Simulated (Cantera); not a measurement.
A Cantera script and its output.

```python
import numpy as np
import cantera as ct

gas = ct.Solution("gri30.yaml")
gas.TPX = 675, 13332, {'C3H8': 1, 'O2': 3.85, 'N2': 14.5}
flame = ct.FreeFlame(gas, width=0.16)
flame.set_refine_criteria(ratio=3, slope=0.08, curve=0.16)
flame.transport_model = "mixture-averaged"
flame.solve(loglevel=0, auto=True)
z, T = flame.grid, flame.T
thick = (T[-1] - T[0]) / np.gradient(T, z).max()
show = ['C3H8', 'O2', 'CH2CO', 'H', 'CO2', 'C2H2']
print(f"laminar burning velocity  {flame.velocity[0] * 100:.3f} cm/s")
print(f"burnt temperature         {T[-1]:.1f} K")
print(f"thermal thickness         {thick * 1e3:.4f} mm")
print(f"grid points               {len(z)}")
z0 = z[flame.heat_release_rate.argmax()]
print(f"{'z/mm':>9s}{'T/K':>9s}{'u/(m/s)':>9s}" + "".join(f"{s:>11s}" for s in show))
rows = []
for k in (-3, -2, -1.5, -1, -0.5, -0.25, 0, 0.25, 0.5, 1, 2, 4, 8):
    zz = z0 + k * thick
    rows.append([k * thick, np.interp(zz, z, T), np.interp(zz, z, flame.velocity),
                 *(np.interp(zz, z, flame.X[gas.species_index(s)]) for s in show)])
    print(f"{rows[-1][0] * 1e3:9.3f}{rows[-1][1]:9.1f}{rows[-1][2]:9.3f}" + "".join(f"{x:11.3e}" for x in rows[-1][3:]))
```

It prints:

```
laminar burning velocity  222.428 cm/s
burnt temperature         2324.4 K
thermal thickness         1.6385 mm
grid points               154
     z/mm      T/K  u/(m/s)       C3H8         O2      CH2CO          H        CO2       C2H2
   -4.915    675.1    2.229  5.159e-02  1.986e-01  7.947e-09  3.357e-09  1.039e-07  5.573e-08
   -3.277    676.1    2.241  5.140e-02  1.977e-01  1.640e-07  1.441e-07  1.803e-06  8.969e-07
   -2.458    681.2    2.269  5.113e-02  1.962e-01  1.397e-06  1.363e-06  1.308e-05  6.081e-06
   -1.638    721.0    2.430  4.999e-02  1.905e-01  2.032e-05  1.515e-05  1.493e-04  6.331e-05
   -0.819   1033.1    3.626  3.502e-02  1.556e-01  4.823e-04  3.361e-04  2.340e-03  9.012e-04
   -0.410   1407.9    5.156  1.100e-02  1.104e-01  1.535e-03  1.919e-03  7.010e-03  2.772e-03
    0.000   1779.8    6.705  4.478e-04  6.279e-02  1.507e-03  6.570e-03  1.488e-02  4.697e-03
    0.410   1987.4    7.547  1.518e-06  3.204e-02  4.420e-04  1.211e-02  2.416e-02  2.347e-03
    0.819   2059.0    7.821  9.150e-10  1.711e-02  6.249e-05  1.623e-02  3.304e-02  4.588e-04
    1.638   2086.4    7.896  1.868e-16  8.055e-03  5.989e-07  1.991e-02  4.546e-02  6.784e-06
    3.277   2098.5    7.913  3.419e-25  5.754e-03  2.137e-10  2.110e-02  5.421e-02  3.637e-09
    6.554   2108.9    7.940  2.624e-33  5.294e-03  1.320e-14  2.077e-02  5.650e-02  2.520e-13
   13.108   2124.6    7.989  3.800e-40  4.966e-03  1.342e-18  1.965e-02  5.682e-02  1.107e-17
```

Cantera simulation using GRI-Mech 3.0 (53 species, 325 reactions); the numbers are that mechanism's predictions, not measurements. GRI-Mech 3.0 was tuned for natural gas; its chemistry of propane as a main component is partial and can be far from experiment. Burning velocities carry a grid error of a few per cent, more on coarse grids.
